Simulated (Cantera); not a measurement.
## Adiabatic ignition

An adiabatic, constant-volume homogeneous reactor starts with CH₃OH : O₂ : N₂ : H₂O = 1 : 2.83 : 10.6 : 4 (molar parts), equivalence ratio 0.53, at 1450 K and 4.93 atm.

Cantera simulation using GRI-Mech 3.0 (53 species, 325 reactions); the numbers are that mechanism's predictions, not measurements. GRI-Mech 3.0 was tuned for natural gas; its chemistry of methanol as a main component is partial and can be far from experiment.

```csv
t (s),T (K),P (bar),x CH₃OH,x O₂,x H₂O,x CH₃,x CH₂O,x CO₂
3.00e-6,1450,5.00,0.0542,0.154,0.217,4.52e-6,2.56e-5,8.61e-7
8.17e-6,1450,5.00,0.0541,0.153,0.217,6.72e-6,0.000103,2.35e-6
2.23e-5,1450,5.00,0.0535,0.153,0.217,4.02e-6,0.000696,6.46e-6
6.06e-5,1617,5.78,0.0189,0.129,0.242,5.71e-6,0.0139,0.000574
0.000165,2438,8.68,<1e-12,0.0689,0.309,<1e-12,1.07e-11,0.0508
0.000450,2438,8.68,<1e-12,0.0688,0.309,<1e-12,1.06e-11,0.0508
0.00122,2436,8.67,<1e-12,0.0684,0.309,<1e-12,1.05e-11,0.0508
0.00334,2433,8.66,<1e-12,0.0675,0.309,<1e-12,1.03e-11,0.0509
0.00909,2426,8.63,<1e-12,0.0659,0.309,<1e-12,9.81e-12,0.0509
0.0247,2421,8.61,<1e-12,0.0646,0.309,<1e-12,9.46e-12,0.0510
0.0674,2420,8.61,<1e-12,0.0644,0.309,<1e-12,9.41e-12,0.0510
0.184,2420,8.61,<1e-12,0.0644,0.309,<1e-12,9.41e-12,0.0510
0.500,2420,8.61,<1e-12,0.0644,0.309,<1e-12,9.41e-12,0.0510
```
x: mole fraction; the columns are a selection and need not sum to one.

```
Item                                                              Result
---------------------------------  -------------------------------------
time of steepest temperature rise                                65.7 µs
temperature at 0.500 s                                            2420 K
equilibrium temperature                                           2420 K
x(CH₃OH) at 0.500 s                <1e-12 (gas-phase equilibrium <1e-12)
x(O₂) at 0.500 s                   0.0644 (gas-phase equilibrium 0.0644)
x(H₂O) at 0.500 s                    0.309 (gas-phase equilibrium 0.309)
```
